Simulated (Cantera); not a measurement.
Charge: 1 mol CH2F2, 0.017 mol F2, 1.2 mol H2, equilibrated at 120 Torr.

Equilibrium computed with Cantera from the NASA thermochemical tables; the gas is ideal and each condensed phase is pure. Candidate condensed phases: C, C6H6, C7H8, C8H18; 95 gas species. Rates play no part.

Q: At 2200 °C, list the 4 most abundant gas species with their mole fractions, and the condensed phases.

A: HF 0.622, H2 0.342, H 0.0326, C2H2 (acetylene) 0.00330. Condensed: C(graphite).
